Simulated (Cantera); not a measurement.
A closed system holds: 1 mol Fe3O4, 12 mol CO, 0.26 mol H2, at 2400 °C and 33000 Pa.

These are equilibrium values from Cantera (NASA tables, ideal gas, pure condensed phases), not measurements of a reactor. Candidate condensed phases: C, C6H6, C7H8, C8H18, Fe, Fe(CO)5, FeO, Fe(OH)2, Fe(OH)3, Fe2O3, Fe3O4, H2O; 114 gas species. The tables' stoichiometric FeO is somewhat more stable than real wüstite, so its field is too wide. FeO: taken at fixed stoichiometry. Equilibrium is a limit: real reactors are often held back by kinetics, nucleation or transport.

Base state: CO 0.712, CO2 0.155, Fe 0.0974, FeO 0.00927, H2O 0.00836, H 0.00678, H2 0.00578, OH 0.00245 (mole fractions); condensed: FeO(l).

Task: What changes in the equilibrium state with this change: 0.82 mol CO2 added?

Result: 
```csv
species,before,after
CO,0.712,0.698
CO2,0.155,0.188
Fe,0.0974,0.0788
O2,0.00108,0.00165
O,0.00184,0.00227
H2,0.00578,0.00482
OH,0.00245,0.00276
"FeO(l), mol",1.52,1.72
```

Task: What changes in the equilibrium state with this change: temperature from 2400 °C to 1975 °C?

Result: 
```
species       before    after
-----------  -------  -------
CO             0.712    0.881
CO2            0.155   0.0853
H2           0.00578   0.0132
Fe            0.0974   0.0119
O2           0.00108  1.97e-6
O            0.00184  8.90e-6
FeO(l), mol     1.52     2.85
```
